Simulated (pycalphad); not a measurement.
An equivalent pycalphad script:

```python
from pycalphad import Database, equilibrium, calculate, variables as v
import numpy as np
db = Database('COST507.tdb')
comps = ['SI', 'AL', 'VA']
phases = ['DIAMOND_A4', 'FCC_A1', 'LIQUID']
eq = equilibrium(db, comps, phases, {v.X('AL'): 0.0212, v.T: np.arange(1850, 499, -50), v.P: 101325, v.N: 1}, output=['HM', 'SM'])
```

CALPHAD calculation (pycalphad, COST 507 light-alloy database (1999)), 1 atm. These are 1990s assessments: newer ones move some temperatures and phases. Amounts are mole fractions of atoms.

Results at three of the temperatures:

```
T = 1300.00 K, P = 101325 Pa, N = 1 mol of atoms
G = -46322 J/mol, H = 26193 J/mol, S = 55.78 J/(mol K)  (SER reference)
chemical potentials (J/mol): Si -45678, Al -76027
phase             fraction      x(Si)      x(Al)
DIAMOND_A4          0.9604     0.9999   6.31e-05
LIQUID              0.0396     0.4662     0.5338
```

```
T = 650.00 K, P = 101325 Pa, N = 1 mol of atoms
G = -15762 J/mol, H = 8062 J/mol, S = 36.65 J/(mol K)  (SER reference)
chemical potentials (J/mol): Si -15618, Al -22386
phase             fraction      x(Si)      x(Al)
DIAMOND_A4          0.9788     1.0000   6.54e-09
FCC_A1              0.0212     0.0019     0.9981
```

```
T = 600.00 K, P = 101325 Pa, N = 1 mol of atoms
G = -13978 J/mol, H = 6840 J/mol, S = 34.70 J/(mol K)  (SER reference)
chemical potentials (J/mol): Si -13847, Al -19995
phase             fraction      x(Si)      x(Al)
DIAMOND_A4          0.9788     1.0000   1.14e-09
FCC_A1              0.0212   0.000894     0.9991
```

Changes of the phase set, refined by bisection:

```tsv
T (°C)	phases above	phases below
1403.9	LIQUID	DIAMOND_A4 + LIQUID
577.0	DIAMOND_A4 + LIQUID	DIAMOND_A4 + FCC_A1
```

FCC_A1 is fcc; DIAMOND_A4 is diamond (Si).
